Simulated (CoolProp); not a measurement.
R22 at 298.15 K and 9.58 MPa is throttled through a valve to 6.28 MPa with no heat exchange. Each further row changes one setting.

Model: reference Helmholtz-energy equation of state, Kamei 1995, in CoolProp.

```tsv
case	temperature change (K)	final density (kg/m³)
as stated	(withheld)	1220
outlet pressure 1.88 MPa	+0.6	(withheld)
outlet pressure 8.16 MPa	(withheld)	(withheld)
```

Question: Some entries are withheld; supply them.

Answer: 
- as stated, temperature change (K): +0.4
- outlet pressure 1.88 MPa, final density (kg/m³): 1190
- outlet pressure 8.16 MPa, temperature change (K): +0.2
- outlet pressure 8.16 MPa, final density (kg/m³): 1230
